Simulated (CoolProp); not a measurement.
R236FA along the isotherm 400 K: fugacity coefficient from the reference equation and from simpler models built on Tc = 398.1 K, pc = 3.191 MPa, ω = 0.377; each cubic takes its own stable root.

Computed with CoolProp (reference Helmholtz-energy equation of state, Pan 2012).

| p (MPa) | phase | reference |
|---|---|---|
| 0.299 | gas | 0.9681 |
| 0.598 | gas | 0.9366 |
| 0.897 | gas | 0.9054 |
| 1.2 | gas | 0.8741 |
| 1.5 | gas | 0.8433 |
| 1.79 | gas | 0.8136 |
| 2.09 | gas | 0.7828 |
| 2.39 | gas | 0.7519 |
| 2.69 | gas | 0.7205 |
| 2.99 | gas | 0.6881 |
| 3.29 | supercritical | 0.6529 |
| 3.59 | supercritical | 0.6102 |
| 3.89 | supercritical | 0.5727 |
| 4.19 | supercritical | 0.5404 |
| 4.49 | supercritical | 0.5122 |
| 4.79 | supercritical | 0.4875 |

Problem. How far does each simpler model (van der Waals, Redlich-Kwong, Soave-Redlich-Kwong, Peng-Robinson) lie from the reference over these 16 states: mean and median of the absolute difference, and the worst?

Solution. 
- van der Waals: mean 4.4 %, median 4.1 %, worst +9.3 % at 400 K and 4.79 MPa
- Redlich-Kwong: mean 1.0 %, median 0.7 %, worst +3.0 % at 400 K and 4.79 MPa
- Soave-Redlich-Kwong: mean 1.3 %, median 0.8 %, worst +3.5 % at 400 K and 4.79 MPa
- Peng-Robinson: mean 1.4 %, median 1.5 %, worst -2.2 % at 400 K and 3.29 MPa
